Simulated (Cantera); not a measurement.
A Cantera script and what it prints.

```python
import numpy as np
import cantera as ct

gas_names = [...]  # 136 gases of nasa_gas.yaml made of C, H, N, O
cond_names = """
    C(gr) C6H6(L) C7H8(L) C8H18(L),n-octa H2O(s) H2O(L)
""".split()


# ... load() reads the species with a 1 bar reference pressure and builds the phases ...
atoms = {
    'CO': {'C': 1, 'O': 1},
    'NH3': {'N': 1, 'H': 3},
    'N2': {'N': 2},
}
top_T = {'C(gr)': 4500}  # K; cautious upper limits of use, not melting points


# ... equilibrate(T, P, feed) seeds the gas with the atoms and calls Mixture.equilibrate('TP', solver="vcs", rtol=1e-11, max_steps=5000) ...
results = []
feed = {'CO': 1, 'NH3': 0.22, 'N2': 11}  # mol
T = 1498  # K
P = 4900  # Pa
mix = equilibrate(T, P, feed)
results.append((T, P, feed, dict(zip(mix.species_names, mix.species_moles))))
x = sorted(zip(gas.X, gas.species_names), reverse=True)
print(f"T = {T:g} K  P = {P:g} Pa  gas = {mix.phase_moles(0):.4g} mol")
print("   x: " + "  ".join(f"{s} {v:.3e}" for v, s in x if v > 0.0001))
print("   condensed (mol): " + ("  ".join(f"{mix.phase(i).name} {mix.phase_moles(i):.4g}"
      for i in range(1, mix.n_phases) if mix.phase_moles(i) > 1e-12) or "none"))
```

It prints:

```
T = 1498 K  P = 4900 Pa  gas = 12.44 mol
   x: N2 8.931e-01  CO 8.037e-02  H2 2.651e-02
   condensed (mol): none
```

These are equilibrium values from Cantera (NASA tables, ideal gas, pure condensed phases), not measurements of a reactor.
